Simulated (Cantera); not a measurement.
Mixture: CH4 : H2 : O2 : N2 = 1 : 0.13 : 1.09 : 4.09 (molar parts), at 9.87 atm, adiabatic and at constant pressure. Ignition delay is the time to a rise of 400 K.

Cantera simulation using GRI-Mech 3.0 (53 species, 325 reactions); the numbers are that mechanism's predictions, not measurements.

Q: Predict: delay at 1200 K; delay at 1400 K; delay at 1600 K; delay at 1800 K; delay at 2000 K; apparent activation energy between 1800 and 2000 K.

A: 
```json
{
 "delay at 1200 K": "1.58 ms",
 "delay at 1400 K": "0.322 ms",
 "delay at 1600 K": "63.2 µs",
 "delay at 1800 K": "14.7 µs",
 "delay at 2000 K": "4.55 µs",
 "apparent activation energy between 1800 and 2000 K": "180 kJ/mol"
}
```
